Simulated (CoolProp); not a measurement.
Model: reference Helmholtz-energy equation of state, Gao 2020, in CoolProp.

Q: Give the vapour pressure (kPa), liquid density (kg/m³), vapour viscosity (µPa s) of saturated ammonia at 221.7, 233.3 K.

A: 
| T (K) | p (kPa) | liquid density (kg/m³) | vapour viscosity (µPa s) |
|---|---|---|---|
| 221.7 | 37.4 | 703 | 7.53 |
| 233.3 | 72.2 | 690 | 7.86 |

Viscosity comes from a separate model (Fenghour 1995).
